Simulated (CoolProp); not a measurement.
Values from CoolProp's reference Helmholtz-energy equation of state, Lemmon 2006. It is a short technical equation, of lower accuracy than the large ones.

**Question.** Give the vapour pressure (bar), vapour Z, surface tension (mN/m) of saturated neopentane at 321.6, 342.3 K.

**Answer.** 
```json
[
 {"T (K)": "321.6", "p (bar)": "3.41", "vapour Z": "0.896", "surface tension (mN/m)": "8.69"},
 {"T (K)": "342.3", "p (bar)": "5.75", "vapour Z": "0.850", "surface tension (mN/m)": "6.79"}
]
```

Surface tension comes from a separate correlation (Mulero 2014).
